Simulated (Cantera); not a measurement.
**Diamond growth**

A diamond (100) surface in a fixed gas of H2 with x(CH4) = 0.0084, x(H) = 0.0011, x(CH3) = 2.6e-05, 0.170 bar; coverages are run to steady state.

Detailed kinetics in Cantera: the Harris–Goodwin 1993 mechanism for the reconstructed diamond (100) surface.

| T (K) | growth (µm/h) | θ c6HH | θ c6H* | θ c6*H | θ c6** | θ c6HM |
|---|---|---|---|---|---|---|
| 925 | 1.54 | 0.654 | 0.0120 | 0.307 | 0.00514 | 0.0171 |
| 975 | 1.95 | 0.611 | 0.0158 | 0.347 | 0.00753 | 0.0134 |
| 1025 | 2.28 | 0.571 | 0.0201 | 0.384 | 0.0105 | 0.0102 |
| 1075 | 2.35 | 0.534 | 0.0248 | 0.417 | 0.0139 | 0.00697 |
| 1125 | 1.98 | 0.502 | 0.0298 | 0.445 | 0.0176 | 0.00400 |
| 1175 | 1.39 | 0.473 | 0.0348 | 0.467 | 0.0214 | 0.00186 |
| 1225 | 0.925 | 0.449 | 0.0397 | 0.485 | 0.0251 | 0.000751 |
| 1275 | 0.684 | 0.430 | 0.0446 | 0.497 | 0.0284 | 0.000286 |
| 1325 | 0.583 | 0.415 | 0.0492 | 0.504 | 0.0313 | 0.000108 |
| 1375 | 0.519 | 0.405 | 0.0535 | 0.508 | 0.0336 | 4.10e-5 |
θ: site fractions in the mechanism's names (c6HH fully hydrogenated, c6H* and c6*H radical sites, c6** diradical, c6HM methylated).
